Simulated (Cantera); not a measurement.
Cantera run:

```python
import numpy as np
import cantera as ct

gas_names = [...]  # 110 gases of nasa_gas.yaml made of C, H, O
cond_names = """
    C(gr) C6H6(L) C7H8(L) C8H18(L),n-octa H2O(s) H2O(L)
""".split()


# ... load() reads the species with a 1 bar reference pressure and builds the phases ...
atoms = {
    'CH4': {'C': 1, 'H': 4},
    'CO2': {'C': 1, 'O': 2},
}
top_T = {'C(gr)': 4500}  # K; cautious upper limits of use, not melting points


# ... equilibrate(T, P, feed) seeds the gas with the atoms and calls Mixture.equilibrate('TP', solver="gibbs", rtol=1e-10, max_steps=50000) ...
results = []
feed = {'CH4': 1, 'CO2': 1.7}  # mol
for P in [10, 40, 160, 630, 2500, 10000, 40000, 160000, 630000, 2500000, 10000000]:
    for T in [598, 648, 698, 748, 798, 848, 898, 948, 998, 1048, 1098, 1148, 1198, 1248]:
        mix = equilibrate(T, P, feed)
        results.append((T, P, feed, dict(zip(mix.species_names, mix.species_moles))))

for T, P, feed, n in results:
    print(f"{T:7g} {P:10.4g}  " + (" + ".join(c for c in cond_names if n.get(c, 0) > 1e-12) or "gas only"))
```

Result:

```
    598         10  C(gr)
    648         10  C(gr)
    698         10  gas only
    748         10  gas only
    798         10  gas only
    848         10  gas only
    898         10  gas only
    948         10  gas only
    998         10  gas only
   1048         10  gas only
   1098         10  gas only
   1148         10  gas only
   1198         10  gas only
   1248         10  gas only
    598         40  C(gr)
    648         40  C(gr)
    698         40  C(gr)
    748         40  gas only
    798         40  gas only
    848         40  gas only
    898         40  gas only
    948         40  gas only
    998         40  gas only
   1048         40  gas only
   1098         40  gas only
   1148         40  gas only
   1198         40  gas only
   1248         40  gas only
    598        160  C(gr)
    648        160  C(gr)
    698        160  C(gr)
    748        160  C(gr)
    798        160  gas only
    848        160  gas only
    898        160  gas only
    948        160  gas only
    998        160  gas only
   1048        160  gas only
   1098        160  gas only
   1148        160  gas only
   1198        160  gas only
   1248        160  gas only
    598        630  C(gr)
    648        630  C(gr)
    698        630  C(gr)
    748        630  C(gr)
    798        630  C(gr)
    848        630  gas only
    898        630  gas only
    948        630  gas only
    998        630  gas only
   1048        630  gas only
   1098        630  gas only
   1148        630  gas only
   1198        630  gas only
   1248        630  gas only
    598       2500  C(gr)
    648       2500  C(gr)
    698       2500  C(gr)
    748       2500  C(gr)
    798       2500  C(gr)
    848       2500  gas only
    898       2500  gas only
    948       2500  gas only
    998       2500  gas only
   1048       2500  gas only
   1098       2500  gas only
   1148       2500  gas only
   1198       2500  gas only
   1248       2500  gas only
    598      1e+04  C(gr)
    648      1e+04  C(gr)
    698      1e+04  C(gr)
    748      1e+04  C(gr)
    798      1e+04  C(gr)
    848      1e+04  C(gr)
    898      1e+04  C(gr)
    948      1e+04  gas only
    998      1e+04  gas only
   1048      1e+04  gas only
   1098      1e+04  gas only
   1148      1e+04  gas only
   1198      1e+04  gas only
   1248      1e+04  gas only
    598      4e+04  C(gr)
    648      4e+04  C(gr)
    698      4e+04  C(gr)
    748      4e+04  C(gr)
    798      4e+04  C(gr)
    848      4e+04  C(gr)
    898      4e+04  C(gr)
    948      4e+04  C(gr)
    998      4e+04  gas only
   1048      4e+04  gas only
   1098      4e+04  gas only
   1148      4e+04  gas only
   1198      4e+04  gas only
   1248      4e+04  gas only
    598    1.6e+05  C(gr)
    648    1.6e+05  C(gr)
    698    1.6e+05  C(gr)
    748    1.6e+05  C(gr)
    798    1.6e+05  C(gr)
    848    1.6e+05  C(gr)
    898    1.6e+05  C(gr)
    948    1.6e+05  C(gr)
    998    1.6e+05  C(gr)
   1048    1.6e+05  gas only
   1098    1.6e+05  gas only
   1148    1.6e+05  gas only
   1198    1.6e+05  gas only
   1248    1.6e+05  gas only
    598    6.3e+05  C(gr)
    648    6.3e+05  C(gr)
    698    6.3e+05  C(gr)
    748    6.3e+05  C(gr)
    798    6.3e+05  C(gr)
    848    6.3e+05  C(gr)
    898    6.3e+05  C(gr)
    948    6.3e+05  C(gr)
    998    6.3e+05  C(gr)
   1048    6.3e+05  C(gr)
   1098    6.3e+05  C(gr)
   1148    6.3e+05  gas only
   1198    6.3e+05  gas only
   1248    6.3e+05  gas only
    598    2.5e+06  C(gr)
    648    2.5e+06  C(gr)
    698    2.5e+06  C(gr)
    748    2.5e+06  C(gr)
    798    2.5e+06  C(gr)
    848    2.5e+06  C(gr)
    898    2.5e+06  C(gr)
    948    2.5e+06  C(gr)
    998    2.5e+06  C(gr)
   1048    2.5e+06  C(gr)
   1098    2.5e+06  C(gr)
   1148    2.5e+06  C(gr)
   1198    2.5e+06  C(gr)
   1248    2.5e+06  gas only
    598      1e+07  C(gr)
    648      1e+07  C(gr)
    698      1e+07  C(gr)
    748      1e+07  C(gr)
    798      1e+07  C(gr)
    848      1e+07  C(gr)
    898      1e+07  C(gr)
    948      1e+07  C(gr)
    998      1e+07  C(gr)
   1048      1e+07  C(gr)
   1098      1e+07  C(gr)
   1148      1e+07  C(gr)
   1198      1e+07  C(gr)
   1248      1e+07  C(gr)
```

Method: chemical equilibrium by Gibbs-energy minimisation in Cantera with the NASA 1993 tables (ideal gas, pure condensed phases). The ideal-gas law is rough above about 30 bar.
